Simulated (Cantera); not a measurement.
Input: 1 mol SiO₂, 14 mol CO, equilibrated at 1400 K and 1 atm.

Cantera equilibrium calculation (NASA polynomials, part measured and part estimated; ideal gas, pure solids and liquids). Candidate condensed phases: C, Si, SiC, SiO₂; 20 gas species. The tables hold silica as quartz up to 1696 K and as liquid above; real silica turns to tridymite and cristobalite and melts near 1996 K. Equilibrium is a limit: real reactors are often held back by kinetics, nucleation or transport.

Base state: CO 0.998, CO₂ 0.00173 (mole fractions); condensed: C(graphite) + SiO₂(β-quartz).

What changes in the equilibrium state with this change: pressure from 1 atm to 10.0 mbar?


```tsv
species	before	after
CO	0.998	1.000
SiO	2.01e-8	5.95e-5
CO₂	0.00173	5.95e-5
C(graphite), mol	0.0242	0
SiO₂(β-quartz), mol	1.00	0.999
```

What changes in the equilibrium state with this change: pressure from 1 atm to 0.133 bar?


```tsv
species	before	after
CO	0.998	1.000
CO₂	0.00173	0.000229
C(graphite), mol	0.0242	0.00318
SiO₂(β-quartz), mol	1.00	1.000
```

What changes in the equilibrium state with this change: temperature from 1400 K to 873.15 K?


| species | before | after |
|---|---|---|
| CO₂ | 0.00173 | 0.745 |
| CO | 0.998 | 0.255 |
| C(graphite), mol | 0.0242 | 5.98 |
| SiO₂(β-quartz), mol | 1.00 | 1.00 |
